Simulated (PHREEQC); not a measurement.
Solution (25 °C): 0.012 mol H2SeO4 and 7.2e-05 mol NaHCO3 per kg of water. Closed to the air; pH follows from the charge balance.

Model: ion-association model, wateq4f.dat, run in PHREEQC.

* **pH**: 1.76
* **ionic strength**: 0.0280 mol/kgw
* **total alkalinity**: -23.9 meq/kg

```json
[
 {"species": "H+", "molality": "0.0199", "activity": "0.0175", "log γ": "-0.057"},
 {"species": "SeO4-2", "molality": "0.00802", "activity": "0.00425", "log γ": "-0.275"},
 {"species": "HSeO4-", "molality": "0.00398", "activity": "0.00340", "log γ": "-0.069"},
 {"species": "CO2", "molality": "7.20e-5", "activity": "7.25e-5", "log γ": "0.003"},
 {"species": "Na+", "molality": "7.20e-5", "activity": "6.16e-5", "log γ": "-0.068"},
 {"species": "HCO3-", "molality": "2.14e-9", "activity": "1.84e-9", "log γ": "-0.066"}
]
```

Precipitation was switched off in this run.
